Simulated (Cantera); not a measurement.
# PbO + O2 + N2 (iron carbonyl, mercury and lead vapours)

A closed system holds: 1 mol PbO, 0.56 mol O2, 0.16 mol N2, equilibrated at 0.230 bar.

These are equilibrium values from Cantera (NASA tables, ideal gas, pure condensed phases), not measurements of a reactor. Candidate condensed phases: Pb, PbO, PbO2, Pb3O4; 12 gas species. Gases not in the tables: (PbO)n polymers. The numbers say what is thermodynamically allowed, not how fast it happens.

```
T (K)   x O2   x N2     x PbO      x NO  n PbO(yellow)  n PbO(l)
-----  -----  -----  --------  --------  -------------  --------
925    0.778  0.222   8.87e-8   1.31e-5           1.00         0
1025   0.778  0.222   2.98e-6   4.18e-5          1.000         0
1125   0.778  0.222   5.24e-5  0.000108          1.000         0
1225   0.777  0.222  0.000491  0.000241              0     1.000
1325   0.775  0.221   0.00300  0.000473              0     0.998
1425   0.766  0.219    0.0140  0.000837              0     0.990
1525   0.736  0.210    0.0524   0.00133              0     0.960
```
x: gas mole fraction; n: condensed amount in mol.

From 925 K to 1125 K the condensed part is PbO(yellow). From 1225 K to 1525 K the condensed part is PbO(l).
